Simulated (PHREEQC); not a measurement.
Acid mine or pickling water: speciation

Synthetic water in mg/L, 20 °C, pH 1.82, pe 10.5:

```
constituent   mg/L
-----------  -----
Na            79.8
K             41.1
Ca             168
Mg            28.4
Cl            97.3
S(6) as SO4   2080
Zn            0.53
Cu(2)        0.292
Mn(2)         0.31
B             2.26
```

Valence states are taken as typed.

All values are PHREEQC results (ion-association model, wateq4f.dat), not measurements.

Each row changes one thing in this solution. This is a speciation only: nothing precipitates in the calculation.

| case | ionic strength (mol/kgw) | SO4-2 (mol/kgw) | HSO4- (mol/kgw) | Mg+2 (mol/kgw) | MgSO4 (mol/kgw) | CaHSO4+ (mol/kgw) | SI of Gypsum (CaSO4:2H2O) | SI of Epsomite (MgSO4:7H2O) |
|---|---|---|---|---|---|---|---|---|
| as made | 0.0462 | 0.0112 | 0.00851 | 0.000762 | 0.000409 | 0.000136 | -0.57 | -3.52 |
| Mn(2) from 0.31 to 0.62 mg/L | 0.0462 | 0.0112 | 0.00850 | 0.000762 | 0.000409 | 0.000136 | -0.57 | -3.52 |
| temperature from 20 to 45 °C at the same typed pH | 0.0419 | … | 0.0113 | 0.000675 | … | 0.000182 | -0.67 | … |
| Mg from 28.4 to 56.8 mg/L | 0.0474 | … | 0.00832 | 0.00154 | 0.000803 | 0.000133 | -0.58 | … |

**Question.** Complete the blanks.

**Answer.** 
- temperature from 20 to 45 °C at the same typed pH, SO4-2 (mol/kgw): 0.00838
- temperature from 20 to 45 °C at the same typed pH, MgSO4 (mol/kgw): 0.000496
- temperature from 20 to 45 °C at the same typed pH, SI of Epsomite (MgSO4:7H2O): -3.87
- Mg from 28.4 to 56.8 mg/L, SO4-2 (mol/kgw): 0.0110
- Mg from 28.4 to 56.8 mg/L, SI of Epsomite (MgSO4:7H2O): -3.23

Species that the database lacks are ignored. Constants without temperature data keep their 25 °C values here.
